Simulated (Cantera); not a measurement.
**Carbon deposition, reforming and gasification: C₃H₈ + H₂O + N₂**

Input: 1 mol C₃H₈, 0.92 mol H₂O, 0.25 mol N₂, held at 2.40 mbar.

These are equilibrium values from Cantera (NASA tables, ideal gas, pure condensed phases), not measurements of a reactor. Candidate condensed phases: C, C₆H₆, C₇H₈, C₈H₁₈, H₂O; 136 gas species. Rates play no part.

```csv
T (K),x H₂,x H,x CO,x C₃,x N₂,x C,n C(graphite)
1300,0.808,2.03e-5,0.151,<1e-12,0.0410,<1e-12,2.08
1450,0.808,0.000173,0.151,<1e-12,0.0410,<1e-12,2.08
1600,0.807,0.000997,0.151,<1e-12,0.0408,<1e-12,2.08
1750,0.803,0.00426,0.151,9.90e-12,0.0405,2.68e-11,2.07
1900,0.794,0.0144,0.150,8.61e-10,0.0398,1.31e-9,2.07
2050,0.769,0.0406,0.148,3.84e-8,0.0386,3.63e-8,2.05
2200,0.715,0.0972,0.144,1.01e-6,0.0364,6.36e-7,2.02
2350,0.619,0.200,0.136,1.72e-5,0.0331,7.72e-6,1.98
2500,0.477,0.354,0.124,0.000207,0.0289,6.93e-5,1.92
2650,0.311,0.534,0.110,0.00186,0.0244,0.000485,1.81
2800,0.166,0.680,0.0967,0.0132,0.0202,0.00275,1.37
2950,0.0726,0.743,0.0846,0.0463,0.0170,0.0111,0
```
x: gas mole fraction; n: condensed amount in mol.

From 1300 K to 2800 K the condensed part is C(graphite). At 2950 K nothing is condensed. The main C-bearing gas is CO at 1300 K and C₃ at 2950 K.
